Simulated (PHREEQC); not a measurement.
**Buffer: an equilibrium model**

Dissolve 0.051 mol/kgw NH4Cl and 0.00078 mol/kgw KOH at 25 °C. Closed to the air; pH follows from the charge balance.

Computed with PHREEQC (ion-association model, phreeqc.dat).

Each row changes one thing in this solution. No solid was allowed to form.

```csv
case,pH,ionic strength (mol/kgw)
as made,7.54,0.0510
NH4Cl replaced by FeCl3 at the same molality,1.97,0.228
KOH from 0.00078 to 0.000702 mol/kgw,7.49,0.0510
NH4Cl from 0.051 to 0.0255 mol/kgw,?,0.0255
diluted 100-fold with water,7.43,0.000510
KOH from 0.00078 to 7.8e-05 mol/kgw,6.53,0.0510
temperature from 25 to 50 °C,6.84,0.0510
NH4Cl left out,?,0.000780
KOH from 0.00078 to 0.00039 mol/kgw,7.23,0.0510
```

**Question.** Fill in the missing entries.

**Answer.** 
- NH4Cl from 0.051 to 0.0255 mol/kgw, pH: 7.82
- NH4Cl left out, pH: 10.87

Species that the database lacks are ignored. Some of these states are supersaturated (in Hematite (slow to form), Goethite (slow to form), for instance). Away from 25 °C the constants follow the database's enthalpies or fits; those with neither stay at their 25 °C values.
